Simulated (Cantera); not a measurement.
Input: 1 mol B₂H₆, 0.34 mol H₂O, 0.29 mol NH₃, equilibrated at 0.290 bar.

Cantera equilibrium calculation (NASA polynomials, part measured and part estimated; ideal gas, pure solids and liquids). Candidate condensed phases: B, BN, B₂O₃, B₃O₃H₃, H₂O; 39 gas species. The feed counts by its element totals alone. Mutual solubility and eutectic melting of coexisting phases are not modelled. The tables' values for BH₂ are old estimates; treat these amounts as uncertain. Equilibrium is a limit: real reactors are often held back by kinetics, nucleation or transport.

**Question.** At 1277 °C, list the 5 most abundant gas species with their mole fractions, and the condensed phases.

**Answer.** H₂ 0.984, HBO 0.0111, B₃O₃H₃ 0.00359, B₂O₂ 0.000821, HBO₂ 0.000311. Condensed: B(s) + BN(s) + B₂O₃(l).
